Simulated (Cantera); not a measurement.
An isothermal, constant-pressure homogeneous reactor starts with 70.9 % NH3, 29.1 % N2, at 2000 K and 0.178 atm.

Cantera simulation using the gas-phase N/H chemistry of the illustrative SiF4/NH3 mechanism in the Surface Chemkin manual (1991); the numbers are that mechanism's predictions, not measurements. Walls and surfaces, which speed up NH3 decomposition in real reactors, are not modelled.

One state of this run: x NH3 = 0.0568; x NH = 7.44e-6; x N = 8.91e-7; x N2H2 = 2.52e-7; x H = 0.000671. x: mole fraction; the columns are a selection and need not sum to one.

Q: Which value of t (s) does it belong to?
A) 2.00e-6
B) 0.0833
C) 17.0
D) 0.490

A: D, 0.490
